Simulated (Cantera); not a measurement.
# Silicon epitaxy and polysilicon growth: SiH2Cl2 + N2

Charge: 1 mol SiH2Cl2, a varied amount of N2, held at 1650 K and 1.20 bar.

Cantera equilibrium calculation (NASA polynomials, part measured and part estimated; ideal gas, pure solids and liquids). Candidate condensed phases: NH4Cl, Si, Si3N4; 28 gas species. The tables' values for SiCl3 are old estimates; treat these amounts as uncertain. Equilibrium is a limit: real reactors are often held back by kinetics, nucleation or transport.

```tsv
n(N2) (mol)	log p N2	log p HCl	log p H2	log p SiCl2	log p SiCl4	log p SiCl3	n Si3N4(s)
22	0.04	-1.18	-1.74	-2.21	-2.45	-2.50	0.248
31	0.05	-1.31	-1.90	-2.31	-2.66	-2.66	0.250
43	0.06	-1.44	-2.05	-2.42	-2.87	-2.82	0.251
60	0.07	-1.57	-2.21	-2.53	-3.09	-2.98	0.251
84	0.07	-1.71	-2.37	-2.65	-3.32	-3.16	0.252
120	0.07	-1.86	-2.54	-2.78	-3.57	-3.35	0.252
160	0.07	-1.97	-2.67	-2.88	-3.78	-3.50	0.253
230	0.08	-2.13	-2.84	-3.02	-4.05	-3.71	0.253
```
log p: log10 of the partial pressure in bar; n: condensed amount in mol.

From 22 mol N2 to 230 mol N2 the condensed part is Si3N4(s). The main Si-bearing gas is SiCl2 throughout. The share of Si in condensed phases is highest at 230 mol N2 (75.9 %) and lowest at 22 mol N2 (74.5 %).
